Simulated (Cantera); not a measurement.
Input: 1 mol Si, 6.7 mol H₂, 5.9 mol HCl, equilibrated at 15000 Pa.

These are equilibrium values from Cantera (NASA tables, ideal gas, pure condensed phases), not measurements of a reactor. Candidate condensed phases: Si; 19 gas species. The tables' values for SiCl₃ are old estimates; treat these amounts as uncertain. Rates play no part. All values below are at 1600 K.

Base state: H₂ 0.631, HCl 0.289, SiCl₂ 0.0612, SiCl₃ 0.0118, SiCl₄ 0.00558, SiHCl₃ 0.00176, H 0.000111, SiH₂Cl₂ 9.25e-5 (mole fractions); condensed: gas only.

What changes in the equilibrium state with this change: pressure from 15000 Pa to 100000 Pa?


```json
[
 {"species": "H₂", "before": "0.631", "after": "0.659"},
 {"species": "HCl", "before": "0.289", "after": "0.259"},
 {"species": "SiCl₂", "before": "0.0612", "after": "0.0393"},
 {"species": "SiCl₄", "before": "0.00558", "after": "0.0184"},
 {"species": "SiCl₃", "before": "0.0118", "after": "0.0171"},
 {"species": "SiH₂Cl₂", "before": "9.25e-5", "after": "0.000414"},
 {"species": "SiHCl₃", "before": "0.00176", "after": "0.00676"},
 {"species": "Cl", "before": "4.04e-5", "after": "1.37e-5"},
 {"species": "H", "before": "0.000111", "after": "4.41e-5"}
]
```
